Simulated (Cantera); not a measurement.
What does this Cantera script print?

```python
import numpy as np
import cantera as ct

surf = ct.Interface("diamond.yaml", "diamond_100")
gas, bulk = surf.adjacent["gas"], surf.adjacent["diamond"]
k = surf.kinetics_species_index(bulk.species_names[0])
cover = ["c6HH", "c6H*", "c6*H", "c6**", "c6HM", "c6B"]

rows, drift = [], 0.0
print(f"{'xH':>10s}{'um/h':>11s}" + "".join(f"{s:>11s}" for s in cover))
for v in [0.0001, 0.00024, 0.00058, 0.0014, 0.0033, 0.008, 0.019, 0.046, 0.11]:
    T, P, xH, xCH3 = 1125, 15000, v, 0.00013
    gas.TPX = T, P, {"H": xH, "CH3": xCH3, "CH4": 0.0031, "H2": 1 - xH - xCH3 - 0.0031}
    surf.TP = bulk.TP = T, P
    surf.coverages = "c6H*:0.1, c6HH:0.9"
    surf.advance_coverages(100.0)
    before = surf.coverages
    surf.advance_coverages(100.0)
    drift = max(drift, np.max(np.abs(surf.coverages - before) / (surf.coverages + 1e-9)))
    rate = surf.net_production_rates[k] * bulk.mean_molecular_weight / bulk.density * 3.6e9
    rows.append([rate, *surf[cover].coverages])
    print(f"{v:10.4g}{rate:11.4e}" + "".join(f"{x:11.3e}" for x in rows[-1][1:]))
```

Result:

```
        xH       um/h       c6HH       c6H*       c6*H       c6**       c6HM        c6B
    0.0001 9.8342e-01  5.832e-01  2.352e-02  3.521e-01  4.941e-03  2.186e-02  2.669e-09
   0.00024 2.5067e+00  5.258e-01  2.662e-02  3.985e-01  9.459e-03  2.440e-02  6.802e-09
   0.00058 5.3233e+00  4.984e-01  2.829e-02  4.232e-01  1.415e-02  2.246e-02  1.445e-08
    0.0014 9.0928e+00  4.895e-01  2.928e-02  4.377e-01  1.762e-02  1.637e-02  2.467e-08
    0.0033 1.2491e+01  4.885e-01  2.995e-02  4.467e-01  1.962e-02  9.683e-03  3.390e-08
     0.008 1.4832e+01  4.894e-01  3.046e-02  4.519e-01  2.070e-02  4.776e-03  4.025e-08
     0.019 1.6065e+01  4.902e-01  3.100e-02  4.542e-01  2.125e-02  2.184e-03  4.359e-08
     0.046 1.6722e+01  4.905e-01  3.195e-02  4.544e-01  2.165e-02  9.400e-04  4.537e-08
      0.11 1.7185e+01  4.905e-01  3.402e-02  4.527e-01  2.217e-02  4.038e-04  4.663e-08
```

Model: the Harris–Goodwin 1993 mechanism for the reconstructed diamond (100) surface, integrated in Cantera.
